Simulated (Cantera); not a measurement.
Charge: 1 mol Si3N4, 0.5 mol CO2, 980 mol N2, 0.053 mol H2, at 1.80 bar.

Method: chemical equilibrium by Gibbs-energy minimisation in Cantera with the NASA 1993 tables (ideal gas, pure condensed phases). Candidate condensed phases: C, C6H6, C7H8, C8H18, H2O, Si, SiC, SiO2, Si2N2O, Si3N4; 151 gas species. Mutual solubility and eutectic melting of coexisting phases are not modelled. Kinetics and transport are ignored.

What share of the Si ends up in condensed phases as a function of T (K), at 1700, 1750, 1800, 1850, 1900, 1950, 2000, 2050, 2100?


```
T (K)  Si condensed (%)                    as
-----  ----------------  --------------------
1700               99.9  Si2N2O(s) + Si3N4(s)
1750               99.7  Si2N2O(s) + Si3N4(s)
1800               99.0  Si2N2O(s) + Si3N4(s)
1850               97.2  Si2N2O(s) + Si3N4(s)
1900               92.5  Si2N2O(s) + Si3N4(s)
1950               83.2              Si3N4(s)
2000               83.0              Si3N4(s)
2050               82.4              Si3N4(s)
2100               81.1              Si3N4(s)
```
